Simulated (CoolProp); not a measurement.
Vapour-liquid equilibrium of propylene (1) + n-heptane (2) at 52.85 °C; x and y are mole fractions of (1).

The numbers come from the multi-fluid Helmholtz-energy mixture model, Lemmon 2013 and Span 2003; pair parameters Bell 2016 in CoolProp.

Problem. Give the bubble pressure and the first vapour's composition at x = 0.05, 0.15, 0.65. Is there an azeotrope?

Solution. x = 0.05: 1.082 bar, y = 0.807; x = 0.15: 3.104 bar, y = 0.935; x = 0.65: 13.82 bar, y = 0.989. No azeotrope shows between x = 0.05 and 0.95.

Pair parameters are fitted to limited data, so mixtures are less certain than the pure fluids.
